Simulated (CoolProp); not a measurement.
A Linde-Hampson liquefier for oxygen: isothermal reversible compression at 280 K from 1 atm to 30 MPa, throttling to 1 atm, return gas leaving the recuperator 5 K below the feed. Each further row changes one setting.

Values from CoolProp's reference Helmholtz-energy equation of state, Schmidt 1985.

```csv
case,liquid yield per pass,compression work (kJ/kg of gas)
as stated,?,402
high pressure 60 MPa,?,457
warm-end temperature 310 K,?,?
warm-end gap 10 K,0.145,402
```

### Question
What belongs in the gaps?

### Answer

- as stated, liquid yield per pass: 0.156
- high pressure 60 MPa, liquid yield per pass: 0.184
- warm-end temperature 310 K, liquid yield per pass: 0.116
- warm-end temperature 310 K, compression work (kJ/kg of gas): 452

Above 300 K oxygen's equation is extrapolated.
